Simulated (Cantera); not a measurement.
Tantalum, niobium, vanadium and zirconium in process gases: Zr + NH₃ + H₂

Input: 1 mol Zr, 0.72 mol NH₃, a varied amount of H₂, equilibrated at 2725 K and 0.128 Torr.

These are equilibrium values from Cantera (NASA tables, ideal gas, pure condensed phases), not measurements of a reactor. Candidate condensed phases: Zr, ZrN; 11 gas species. Rates play no part.

| n(H₂) (mol) | x H | x Zr | x H₂ | x N₂ |
|---|---|---|---|---|
| 10 | 0.904 | 0.0440 | 0.0357 | 0.0158 |
| 13 | 0.916 | 0.0351 | 0.0366 | 0.0126 |
| 16 | 0.923 | 0.0292 | 0.0372 | 0.0105 |
| 21 | 0.931 | 0.0228 | 0.0379 | 0.00820 |
| 27 | 0.937 | 0.0181 | 0.0383 | 0.00649 |
| 34 | 0.942 | 0.0145 | 0.0387 | 0.00522 |
| 43 | 0.945 | 0.0116 | 0.0390 | 0.00417 |
| 56 | 0.948 | 0.00900 | 0.0393 | 0.00323 |
| 71 | 0.951 | 0.00714 | 0.0395 | 0.00257 |
| 91 | 0.953 | 0.00560 | 0.0396 | 0.00201 |
| 120 | 0.954 | 0.00427 | 0.0398 | 0.00153 |
x: gas mole fraction; nothing condenses.

From 10 mol H₂ to 120 mol H₂ nothing is condensed. The main Zr-bearing gas is Zr throughout.
